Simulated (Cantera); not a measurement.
Feed: 1 mol Pb, 0.33 mol H2, 0.021 mol O2, held at 1.50 bar.

Equilibrium computed with Cantera from the NASA thermochemical tables; the gas is ideal and each condensed phase is pure. Candidate condensed phases: H2O, Pb, PbO, PbO2, Pb3O4; 12 gas species. Equilibrium is a limit: real reactors are often held back by kinetics, nucleation or transport.

log p: log10 of the partial pressure in bar; n: condensed amount in mol.

| T (°C) | log p H2 | log p H2O | log p Pb | log p H | log p Pb2 | n Pb(s) | n Pb(l) |
|---|---|---|---|---|---|---|---|
| 325 | 0.12 | -0.72 | -11.34 | <-11 | <-11 | 1.00 | 0 |
| 400 | 0.12 | -0.72 | -9.51 | <-11 | <-11 | 0 | 1.00 |
| 475 | 0.12 | -0.72 | -8.06 | <-11 | <-11 | 0 | 1.00 |
| 550 | 0.12 | -0.72 | -6.87 | ___ | <-11 | 0 | 1.00 |
| 625 | 0.12 | -0.72 | -5.89 | ___ | <-11 | 0 | 1.00 |
| 700 | 0.12 | -0.72 | -5.06 | ___ | -10.74 | 0 | 1.000 |
| 775 | 0.12 | -0.72 | -4.35 | ___ | -9.55 | 0 | 1.000 |
| 850 | 0.12 | -0.72 | -3.74 | ___ | -8.53 | 0 | 1.000 |
| 925 | 0.12 | -0.72 | -3.20 | ___ | -7.64 | 0 | 1.000 |
| 1000 | 0.12 | -0.72 | -2.74 | ___ | -6.86 | 0 | 1.000 |
| 1075 | 0.12 | -0.72 | -2.32 | ___ | -6.17 | 0 | 0.999 |
| 1150 | 0.11 | -0.72 | -1.95 | ___ | -5.55 | 0 | 0.998 |
| 1225 | 0.11 | -0.73 | -1.62 | ___ | -5.00 | 0 | 0.995 |
| 1300 | 0.10 | -0.73 | -1.32 | ___ | -4.50 | 0 | 0.989 |

Problem. Some entries are withheld; supply them.

Solution. 
- 550, log p H: -11.08
- 625, log p H: -9.90
- 700, log p H: -8.91
- 775, log p H: -8.05
- 850, log p H: -7.31
- 925, log p H: -6.66
- 1000, log p H: -6.09
- 1075, log p H: -5.58
- 1150, log p H: -5.12
- 1225, log p H: -4.71
- 1300, log p H: -4.34
